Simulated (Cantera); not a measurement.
An adiabatic, constant-volume homogeneous reactor starts with CH₄ : O₂ : N₂ = 1 : 4 : 15 (molar parts), equivalence ratio 0.50, at 1075 K and 36000 Pa. Integrator tolerance rtol = 1e-08.

Detailed kinetics in Cantera: GRI-Mech 3.0 (53 species, 325 reactions).

```tsv
quantity	before	after
time of steepest temperature rise	0.529 s	0.317 ms
temperature at 10.0 s	2315 K	2644 K
equilibrium temperature	2315 K	2644 K
x(CH₄) at 10.0 s	<1e-12 (gas-phase equilibrium <1e-12)	<1e-12 (gas-phase equilibrium <1e-12)
x(O₂) at 10.0 s	0.0933 (gas-phase equilibrium 0.0933)	0.0878 (gas-phase equilibrium 0.0878)
x(NO₂) at 10.0 s	6.77e-6 (gas-phase equilibrium 6.77e-6)	6.70e-6 (gas-phase equilibrium 6.70e-6)
x(C₂H₂) at 10.0 s	<1e-12 (gas-phase equilibrium <1e-12)	<1e-12 (gas-phase equilibrium <1e-12)
x(HCO) at 10.0 s	1.14e-10 (gas-phase equilibrium 1.14e-10)	3.29e-9 (gas-phase equilibrium 3.29e-9)
x(C₂H) at 10.0 s	<1e-12 (gas-phase equilibrium <1e-12)	<1e-12 (gas-phase equilibrium <1e-12)
```

Q: Which change was made?
A. pressure from 36000 Pa to 1000000 Pa
B. constant pressure in place of constant volume
C. initial temperature 1075 to 1775 K
D. initial temperature 1075 to 1750 K

A: C, initial temperature 1075 to 1775 K
